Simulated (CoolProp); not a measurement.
Vapour-liquid equilibrium of o-xylene (1) + n-decane (2) at 471.3 K; x and y are mole fractions of (1).

Model: multi-fluid Helmholtz-energy mixture model, Zhou 2012 and Lemmon 2006; pair parameters Bell 2016, in CoolProp.

**Question.** Give the bubble pressure and the first vapour's composition at x = 0.15, 0.55, 0.75. Is there an azeotrope?

**Answer.** x = 0.15: 203.7 kPa, y = 0.240; x = 0.55: 270.7 kPa, y = 0.688; x = 0.75: 305.3 kPa, y = 0.844. No azeotrope shows between x = 0.05 and 0.95.

Pair parameters are fitted to limited data, so mixtures are less certain than the pure fluids.
